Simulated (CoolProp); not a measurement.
Aqueous ammonia as a coolant, 21 % by mass, freezing at -39.7 °C, 1 atm.

Values from CoolProp's Melinder's fits for secondary coolants.

| T (°C) | density (kg/m³) | Prandtl number | viscosity (mPa s) | cp (kJ/(kg K)) |
|---|---|---|---|---|
| -23.8 | 937.0 | 60.8 | 5.67 | 4.274 |
| -17.9 | 935.3 | 45.3 | 4.35 | 4.261 |
| -12.1 | 933.4 | 34.8 | 3.44 | 4.251 |
| -6.2 | (withheld) | 27.4 | 2.77 | 4.241 |
| -0.3 | 928.9 | 21.9 | 2.28 | 4.233 |
| 5.5 | 926.4 | 17.9 | 1.91 | 4.226 |
| 11.4 | 923.8 | 14.8 | (withheld) | 4.221 |
| 17.3 | 920.9 | 12.3 | 1.37 | 4.215 |
| 23.1 | (withheld) | 10.3 | 1.18 | (withheld) |
| 29 | 914.8 | 8.61 | 1.00 | 4.206 |

Task: Complete the blanks.

Result: 
- -6.2, density (kg/m³): 931.2
- 11.4, viscosity (mPa s): 1.61
- 23.1, density (kg/m³): 918.0
- 23.1, cp (kJ/(kg K)): 4.211
